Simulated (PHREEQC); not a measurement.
PHREEQC input (Pitzer model, pitzer.dat):

```
SOLUTION 1
  temp 25
  units mol/kgw
  pH 7 charge
  C(4) 0.064
  K 0.116
END
USE solution 1
INCREMENTAL_REACTIONS false
REACTION 1
  H2O -1
  0 9.886 18.011 24.689 30.178 34.689 38.397 41.444
  43.949 46.007 47.699 49.089 50.232 51.172 51.944 52.578
  53.1 53.528 53.88 54.17 54.408 54.603 54.764 54.896
  55.005 55.094 55.168 55.228 moles
EQUILIBRIUM_PHASES 1
  Kalicinite 0 0
  CO2(g) -3.4 10
SELECTED_OUTPUT 1
  -reset false
  -pH true
  -pe true
  -ionic_strength true
  -water true
  -activities H2O
  -totals C K
  -molalities H+ K+ CO3-2 OH- HCO3- CO2
  -equilibrium_phases Kalicinite
PRINT
  -reset false
END
```

Selected output (columns that matter, 22 of 28 rows; water left (kg) added in front):

```
water left (kg)	pH	mu	C	K	m_H+	m_K+	m_CO3-2	m_OH-	m_HCO3-	la_H2O	Kalicinite
0.999662	9.7805	0.14881	0.083205	0.11604	2.445e-10	0.11604	0.032768	7.9269e-05	0.050423	-0.0013746	0
0.821593	9.82	0.18352	0.09878	0.14119	2.3213e-10	0.14119	0.042335	8.7895e-05	0.056432	-0.0016397	0
0.554969	9.8943	0.27844	0.13951	0.20902	2.1369e-10	0.20902	0.069419	0.00010647	0.070076	-0.0023361	0
0.45611	9.9296	0.34252	0.16602	0.25432	2.071e-10	0.25432	0.088199	0.00011629	0.077811	-0.0027911	0
0.374869	9.9639	0.42098	0.19779	0.30944	2.0201e-10	0.30944	0.11154	0.00012635	0.086234	-0.0033371	0
0.308092	9.9974	0.51699	0.23591	0.37651	1.9826e-10	0.37651	0.14048	0.00013649	0.095422	-0.0039932	0
0.208113	10.063	0.77777	0.33687	0.55739	1.943e-10	0.55739	0.22038	0.00015627	0.11648	-0.0057343	0
0.171057	10.095	0.95282	0.4033	0.67814	1.9383e-10	0.67814	0.27468	0.00016539	0.12861	-0.0068837	0
0.140592	10.128	1.1665	0.48349	0.82508	1.9417e-10	0.82508	0.34143	0.00017356	0.14205	-0.0082774	0
0.0949884	10.196	1.7447	0.69754	1.2212	1.9642e-10	1.2212	0.52349	0.00018539	0.17404	-0.012057	0
0.0780663	10.233	2.132	0.83963	1.4859	1.977e-10	1.4859	0.64611	0.00018816	0.1935	-0.014636	0
0.064169	10.273	2.6034	1.0119	1.8077	1.985e-10	1.8077	0.79568	0.00018819	0.21617	-0.017862	0
0.0527563	10.316	3.1765	1.2209	2.1988	1.9824e-10	2.1988	0.97774	0.00018504	0.24313	-0.021952	0
0.0356548	10.421	4.7214	1.7852	3.2534	1.9183e-10	3.2534	1.468	0.00016789	0.31718	-0.034107	0
0.0293173	10.486	5.7499	2.1634	3.9567	1.8432e-10	3.9567	1.7931	0.00015366	0.37026	-0.043228	0
0.0240947	10.56	7.0008	2.6277	4.8143	1.732e-10	4.8143	2.1865	0.0001359	0.44126	-0.055498	0
0.0162895	10.745	10.341	3.9015	7.1212	1.4015e-10	7.1212	3.2196	9.3161e-05	0.68194	-0.094545	0
0.0133802	10.858	12.553	4.7858	8.6695	1.1934e-10	8.6695	3.8836	7.0677e-05	0.90222	-0.12511	0
0.0109804	10.979	15.126	5.881	10.504	9.8231e-11	10.504	4.6226	5.0295e-05	1.2584	-0.16452	0.00066621
0.00883826	10.979	15.126	5.881	10.504	9.8231e-11	10.504	4.6226	5.0295e-05	1.2584	-0.16452	0.023166
0.00563487	10.979	15.126	5.881	10.504	9.8231e-11	10.504	4.6226	5.0295e-05	1.2584	-0.16452	0.056814
0.00445571	10.979	15.126	5.881	10.504	9.8231e-11	10.504	4.6226	5.0295e-05	1.2584	-0.16452	0.069199
```

Species that the database lacks are ignored.
